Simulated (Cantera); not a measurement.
Input: 1 mol Si3H8, 2.5 mol HCl, 5.7 mol H2, at 875 K and 3.15 Torr.

Cantera equilibrium calculation (NASA polynomials, part measured and part estimated; ideal gas, pure solids and liquids). Candidate condensed phases: Si; 19 gas species. The feed counts by its element totals alone. The tables' values for SiCl3 are old estimates; treat these amounts as uncertain. Rates play no part.

Base state: H2 0.935, SiCl4 0.0446, HCl 0.0111, SiHCl3 0.00819, SiCl3 0.000361, SiCl2 0.000169, SiH2Cl2 0.000138 (mole fractions); condensed: Si(s).

### Question
What changes in the equilibrium state with this change: Si3H8 replaced by SiH4?

### Answer
```tsv
species	before	after
H2	0.935	0.923
SiCl4	0.0446	0.0547
HCl	0.0111	0.0117
SiHCl3	0.00819	0.00949
SiCl3	0.000361	0.000421
SiCl2	0.000169	0.000187
SiH2Cl2	0.000138	0.000151
Si(s), mol	2.38	0.378
```
